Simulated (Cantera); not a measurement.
What does this Cantera script print?

```python
import numpy as np
import cantera as ct

gas = ct.Solution("h2o2.yaml")
gas.TPX = 448, 500000, {'H2': 1, 'O2': 1.09, 'N2': 4.09}
inlet = ct.Reservoir(gas, clone=True)
gas.equilibrate("HP")  # start burning
reactor = ct.IdealGasConstPressureReactor(gas, energy="on", clone=False)
exhaust = ct.Reservoir(gas, clone=True)
tau = [0.025, 0.011, 0.0048, 0.0021, 0.00092, 0.0004, 0.00017, 7.6e-05, 3.3e-05, 1.4e-05, 6.3e-06][0]
for a, b in ((inlet, reactor), (reactor, exhaust)):
    ct.MassFlowController(a, b, mdot=lambda t: reactor.mass / tau)
net = ct.ReactorNet([reactor])
show = ['H2', 'O2', 'OH', 'O', 'H2O2', 'H']

rows = []
print(f"{'tau/s':>10s}{'T/K':>9s}" + "".join(f"{s:>11s}" for s in show))
for tau in [0.025, 0.011, 0.0048, 0.0021, 0.00092, 0.0004, 0.00017, 7.6e-05, 3.3e-05, 1.4e-05, 6.3e-06]:
    net.initial_time = 0.0
    net.advance(30 * tau)
    before = gas.X
    net.advance(40 * tau)
    drift = np.max(np.abs(gas.X - before) / (gas.X + 1e-9))
    rows.append([gas.T, *gas[show].X, drift])
    print(f"{tau:10.3e}{gas.T:9.1f}" + "".join(f"{x:11.3e}" for x in gas[show].X))
```

It prints:

```
     tau/s      T/K         H2         O2         OH          O       H2O2          H
 2.500e-02   1682.9  9.757e-05  1.037e-01  5.985e-04  3.599e-05  2.689e-07  2.915e-06
 1.100e-02   1681.5  1.693e-04  1.037e-01  7.652e-04  6.057e-05  3.868e-07  6.369e-06
 4.800e-03   1679.3  2.950e-04  1.037e-01  9.863e-04  1.043e-04  5.559e-07  1.424e-05
 2.100e-03   1675.9  5.120e-04  1.036e-01  1.272e-03  1.809e-04  7.905e-07  3.198e-05
 9.200e-04   1670.6  8.863e-04  1.036e-01  1.634e-03  3.142e-04  1.112e-06  7.183e-05
 4.000e-04   1661.8  1.540e-03  1.037e-01  2.089e-03  5.448e-04  1.557e-06  1.616e-04
 1.700e-04   1646.9  2.715e-03  1.038e-01  2.651e-03  9.411e-04  2.203e-06  3.668e-04
 7.600e-05   1623.4  4.660e-03  1.043e-01  3.237e-03  1.519e-03  3.110e-06  7.737e-04
 3.300e-05   1582.5  8.379e-03  1.054e-01  3.794e-03  2.322e-03  4.698e-06  1.602e-03
 1.400e-05   1503.8  1.704e-02  1.091e-01  3.931e-03  3.014e-03  8.357e-06  3.044e-03
 6.300e-06    448.0  1.618e-01  1.764e-01  1.467e-24  1.362e-22  7.753e-18  7.448e-26
```

Detailed kinetics in Cantera: the H2/O2 subset of GRI-Mech 3.0, which has no nitrogen chemistry. The hydrogen kinetics of GRI-Mech 3.0 are dated; newer H2 mechanisms differ, most at raised pressure.
